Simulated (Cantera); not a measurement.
A closed system holds: 1 mol Si₃N₄, 0.78 mol O₂, 5.3 mol N₂, at 133 Pa.

These are equilibrium values from Cantera (NASA tables, ideal gas, pure condensed phases), not measurements of a reactor. Candidate condensed phases: Si, SiO₂, Si₂N₂O, Si₃N₄; 16 gas species. Mutual solubility and eutectic melting of coexisting phases are not modelled. The tables' values for SiN are old estimates; treat these amounts as uncertain. The tables hold silica as quartz up to 1696 K and as liquid above; real silica turns to tridymite and cristobalite and melts near 1996 K. Equilibrium is a limit: real reactors are often held back by kinetics, nucleation or transport.

x: gas mole fraction; n: condensed amount in mol.

| T (K) | x N₂ | x SiO | x Si | x Si₂N | x SiN | x Si₂ | x Si₃ | n SiO₂(β-quartz) | n Si₂N₂O(s) | n Si₃N₄(s) | n Si(l) |
|---|---|---|---|---|---|---|---|---|---|---|---|
| 1425 | 0.998 | 0.00182 | 4.73e-10 | <1e-12 | 3.11e-11 | <1e-12 | <1e-12 | 0.0365 | 1.48 | 0 | 0 |
| 1475 | 0.992 | 0.00769 | 4.26e-9 | <1e-12 | 2.22e-10 | <1e-12 | <1e-12 | 0.0249 | 1.46 | 0 | 0 |
| 1525 | 0.980 | 0.0201 | 4.90e-8 | 1.10e-11 | 2.05e-9 | <1e-12 | <1e-12 | 0 | 1.44 | 0 | 0 |
| 1575 | 0.980 | 0.0201 | (withheld) | (withheld) | 3.99e-8 | (withheld) | <1e-12 | 0 | 1.44 | 0 | 0 |
| 1625 | 0.980 | 0.0201 | 2.27e-5 | 2.06e-7 | 6.44e-7 | 1.22e-8 | 5.19e-10 | 0 | 1.44 | 0 | 0 |
| 1675 | 0.973 | (withheld) | (withheld) | (withheld) | 6.61e-6 | (withheld) | (withheld) | 0 | 1.40 | (withheld) | 0 |
| 1725 | 0.843 | 0.156 | 0.000761 | 2.50e-5 | 1.42e-5 | 3.63e-6 | 9.01e-7 | 0 | 0.259 | 0 | 1.17 |
| 1775 | 0.822 | 0.176 | 0.00165 | 4.30e-5 | 2.60e-5 | 9.21e-6 | 2.22e-6 | 0 | 0 | 0 | 1.42 |
| 1825 | 0.821 | 0.175 | 0.00341 | 7.27e-5 | 4.65e-5 | 2.22e-5 | 5.21e-6 | 0 | 0 | 0 | 1.41 |
| 1875 | 0.818 | 0.175 | 0.00679 | 0.000119 | 8.03e-5 | 5.10e-5 | 1.17e-5 | 0 | 0 | 0 | 1.38 |
| 1925 | 0.813 | 0.174 | 0.0131 | 0.000190 | 0.000135 | 0.000112 | 2.50e-5 | 0 | 0 | 0 | 1.32 |

Fill in the missing entries.


- 1675, x SiO: 0.0268
- 1675, x Si: 0.000279
- 1675, x Si₂N: 1.02e-5
- 1675, x Si₂: 9.29e-7
- 1675, x Si₃: 1.97e-7
- 1675, n Si₃N₄(s): 0.0133
- 1575, x Si: 1.17e-6
- 1575, x Si₂N: 1.77e-9
- 1575, x Si₂: 6.71e-11
